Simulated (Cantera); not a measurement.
Mixture: CH4 : C2H6 : O2 : N2 = 1 : 0.083 : 1.43 : 5.38 (molar parts), at 1.00 bar, adiabatic and at constant pressure. Ignition delay is the time to a rise of 400 K.

Cantera simulation using GRI-Mech 3.0 (53 species, 325 reactions); the numbers are that mechanism's predictions, not measurements.

Task: What does this change do: pressure from 1.00 bar to 5.00 bar?

Result: 
```tsv
quantity	before	after
delay at 1100 K	29.3 ms	7.13 ms
delay at 1175 K	11.8 ms	2.96 ms
delay at 1250 K	5.08 ms	1.36 ms
delay at 1325 K	2.24 ms	0.656 ms
delay at 1400 K	1.01 ms	0.322 ms
delay at 1475 K	0.475 ms	0.161 ms
delay at 1550 K	0.237 ms	82.3 µs
apparent activation energy between 1400 and 1550 K	170 kJ/mol	160 kJ/mol
```

Task: What does this change do: constant volume in place of constant pressure?

Result: 
```json
[
 {"quantity": "delay at 1100 K", "before": "29.3 ms", "after": "27.8 ms"},
 {"quantity": "delay at 1175 K", "before": "11.8 ms", "after": "11.1 ms"},
 {"quantity": "delay at 1250 K", "before": "5.08 ms", "after": "4.72 ms"},
 {"quantity": "delay at 1325 K", "before": "2.24 ms", "after": "2.06 ms"},
 {"quantity": "delay at 1400 K", "before": "1.01 ms", "after": "0.919 ms"},
 {"quantity": "delay at 1475 K", "before": "0.475 ms", "after": "0.426 ms"},
 {"quantity": "delay at 1550 K", "before": "0.237 ms", "after": "0.211 ms"},
 {"quantity": "apparent activation energy between 1400 and 1550 K", "before": "170 kJ/mol", "after": "180 kJ/mol"}
]
```
